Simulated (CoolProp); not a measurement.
Vapour-liquid equilibrium of propylene (1) + dimethyl ether (2) at 4.07 bar; x and y are mole fractions of (1).

Model: multi-fluid Helmholtz-energy mixture model, Lemmon 2013 and Wu 2011; pair parameters Bell 2016, in CoolProp.

```json
[
 {"x": "0.05", "bubble temperature (K)": "283.7", "y at the bubble point": "0.107", "dew temperature at overall composition x (K)": "284.9", "liquid density (mol/L)": "14.73"},
 {"x": "0.2", "bubble temperature (K)": "278.1", "y at the bubble point": "0.359", "dew temperature at overall composition x (K)": "281.7", "liquid density (mol/L)": "14.55"},
 {"x": "0.35", "bubble temperature (K)": "273.6", "y at the bubble point": "0.540", "dew temperature at overall composition x (K)": "278.3", "liquid density (mol/L)": "14.34"},
 {"x": "0.5", "bubble temperature (K)": "270.0", "y at the bubble point": "0.676", "dew temperature at overall composition x (K)": "274.6", "liquid density (mol/L)": "14.12"},
 {"x": "0.65", "bubble temperature (K)": "(withheld)", "y at the bubble point": "0.785", "dew temperature at overall composition x (K)": "270.7", "liquid density (mol/L)": "(withheld)"},
 {"x": "0.8", "bubble temperature (K)": "(withheld)", "y at the bubble point": "0.880", "dew temperature at overall composition x (K)": "(withheld)", "liquid density (mol/L)": "13.66"},
 {"x": "0.95", "bubble temperature (K)": "262.3", "y at the bubble point": "0.970", "dew temperature at overall composition x (K)": "(withheld)", "liquid density (mol/L)": "(withheld)"}
]
```

Task: Fill in the missing entries.

Result: 
- 0.65, bubble temperature (K): 267.0
- 0.65, liquid density (mol/L): 13.89
- 0.8, bubble temperature (K): 264.5
- 0.8, dew temperature at overall composition x (K): 266.6
- 0.95, dew temperature at overall composition x (K): 262.7
- 0.95, liquid density (mol/L): 13.44

No azeotrope shows between x = 0.05 and 0.95.

The pair parameters rest on a limited set of measurements; away from them the model extrapolates.
